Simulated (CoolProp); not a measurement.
R245fa along the isotherm 440 K: density (kg/m³) from the reference equation and from simpler models built on Tc = 427.0 K, pc = 3651 kPa, ω = 0.378; each cubic takes its own stable root.

Computed with CoolProp (reference Helmholtz-energy equation of state, Akasaka 2015).

| p (kPa) | phase | reference | ideal gas | van der Waals | Peng-Robinson |
|---|---|---|---|---|---|
| 115 | gas | 4.254 | 4.214 | 4.251 | 4.260 |
| 187 | gas | 6.959 | 6.852 | 6.951 | 6.976 |
| 301 | gas | 11.31 | 11.03 | 11.29 | 11.35 |
| 487 | gas | 18.60 | 17.84 | 18.55 | 18.72 |
| 787 | gas | 30.91 | 28.84 | 30.77 | 31.23 |
| 1270 | gas | 52.42 | 46.53 | 51.99 | 53.27 |
| 2050 | gas | 93.15 | 75.12 | 91.81 | 95.52 |
| 3320 | gas | 191.8 | 121.6 | 188.0 | 198.2 |
| 5360 | supercritical | 732.9 | 196.4 | 546.6 | 639.8 |
| 8660 | supercritical | 889.8 | 317.3 | 644.6 | 841.7 |
| 14000 | supercritical | 981.4 | 513.0 | 714.5 | 975.1 |
| 22600 | supercritical | 1060 | 828.1 | 775.7 | 1091 |
| 36500 | supercritical | 1137 | 1337 | 832.4 | 1199 |
